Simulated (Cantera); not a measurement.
Input: 1 mol Si₂Cl₆, 3.3 mol N₂, 78 mol H₂, held at 1177 °C.

Cantera equilibrium calculation (NASA polynomials, part measured and part estimated; ideal gas, pure solids and liquids). Candidate condensed phases: NH₄Cl, Si, Si₃N₄; 28 gas species. The feed counts by its element totals alone. N₂ is the only nitrogen source here; it is nearly inert below about 1500 K, so the nitride shown seldom forms there in practice. Rates play no part.

Task: Which condensed phases are stable at each of these points (P (Pa)): 5, 26, 140, 710, 3700, 19000, 100000?

Result: 
| P (Pa) | condensed phases | Si condensed (%) |
|---|---|---|
| 5 | Si(s) | 60.0 |
| 26 | Si(s) | 60.2 |
| 140 | Si₃N₄(s) | 71.9 |
| 710 | Si₃N₄(s) | 87.0 |
| 3700 | Si₃N₄(s) | 94.8 |
| 19000 | Si₃N₄(s) | 97.9 |
| 100000 | Si₃N₄(s) | 98.9 |

From 5.00 Pa to 26.0 Pa the condensed part is Si(s). From 1.40 mbar to 1.00 bar the condensed part is Si₃N₄(s).
